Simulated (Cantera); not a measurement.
Charge: 1 mol C2H6, 0.23 mol NH3, 0.032 mol O2, at 0.150 bar.

Points: T (K) = 550, 600, 650, 700, 750, 800, 850.

Cantera's Mixture.equilibrate('TP', solver="vcs", rtol=1e-11, max_steps=5000) on the NASA tables stopped like this:

```
ERROR: FAILURE its = 5001!

*******************************************************************************
CanteraError thrown by MultiPhase::equilibrate:
VCS solver failed. Return code: -1
*******************************************************************************
```

Task: What got this run through?

Result: This is not unique; one that fits is The failure is numerical, not chemical. The same input converged with solver="gibbs", rtol=1e-10, max_steps=50000, and the result passed a check of the equilibrium conditions:
```
log10 of partial pressures in bar; condensed amounts in mol
       T/K        H2       CH4        N2       H2O        CO     C(gr)
       550    -1.775    -0.923    -2.049    -2.306    -5.905     0.467
       600    -1.479    -0.984    -2.075    -2.334    -5.164     0.585
       650    -1.251    -1.087    -2.114    -2.378    -4.533    0.7767
       700    -1.086    -1.242    -2.163    -2.439    -3.984     1.041
       750    -0.978    -1.452    -2.212    -2.523    -3.504     1.332
       800    -0.916    -1.703    -2.251    -2.653    -3.107     1.577
       850    -0.882    -1.971    -2.277    -2.863    -2.830     1.734
```

The gas is ideal and each condensed phase is pure.
